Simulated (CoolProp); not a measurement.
Vapour-liquid equilibrium of trans-2-butene (1) + ethanol (2) at 99.45 °C; x and y are mole fractions of (1).

The numbers come from the multi-fluid Helmholtz-energy mixture model, Lemmon 2005 and Schroeder 2014; pair parameters Bell 2016 in CoolProp.

```tsv
x	bubble pressure (MPa)	y at the bubble point	dew pressure at overall composition x (MPa)	liquid density (mol/L)
0.05	0.4238	0.484	0.2316	15.06
0.125	0.6958	0.693	0.2516	14.41
0.2	0.9093	0.771	0.2751	13.78
0.275	1.060	0.809	0.3034	13.18
0.35	1.156	0.829	0.3381	12.59
0.425	1.214	0.840	0.3813	12.02
0.5	1.251	0.848	0.4370	11.49
0.575	1.280	0.855	0.5112	10.97
0.65	1.309	0.864	0.6152	10.49
0.725	1.343	0.876	0.7705	10.04
0.8	1.383	0.894	1.022	9.635
0.875	1.427	0.922	1.341	9.270
0.95	1.469	0.963	1.458	8.950
```

No azeotrope shows between x = 0.05 and 0.95.

Pair parameters are fitted to limited data, so mixtures are less certain than the pure fluids. With so large a gap from Raoult's law the liquid may split in two, which this calculation doesn't test in full.
